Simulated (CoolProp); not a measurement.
Vapour-liquid equilibrium of C2F6 (R116) (1) + R134a (2) at -52.35 °C; x and y are mole fractions of (1).

Model: multi-fluid Helmholtz-energy mixture model, Lemmon 2006 and Tillner-Roth 1994; pair parameters Bell 2016, in CoolProp.

```csv
x,"bubble pressure, mixture model (MPa)","bubble pressure, Raoult's law (MPa)","y, mixture model","y, Raoult's law"
0.05,0.09536,0.04120,0.735,0.409
0.125,0.1703,0.06455,0.856,0.652
0.2,0.2179,0.08789,0.891,0.767
0.275,0.2467,0.1112,0.906,0.833
0.35,0.2632,0.1346,0.914,0.876
0.425,0.2726,0.1579,0.919,0.907
0.5,0.2785,0.1813,0.922,0.929
0.575,0.2832,0.2046,0.924,0.947
0.65,0.2884,0.2280,0.928,0.961
0.725,0.2950,0.2513,0.933,0.972
0.8,0.3036,0.2747,0.942,0.981
0.875,0.3145,0.2980,0.956,0.989
0.95,0.3275,0.3214,0.978,0.996
```

The largest gap from Raoult's law is +163.8 % in bubble pressure, at x = 0.125. No azeotrope shows between x = 0.05 and 0.95.

Pair parameters are fitted to limited data, so mixtures are less certain than the pure fluids. With so large a gap from Raoult's law the liquid may split in two, which this calculation doesn't test in full.
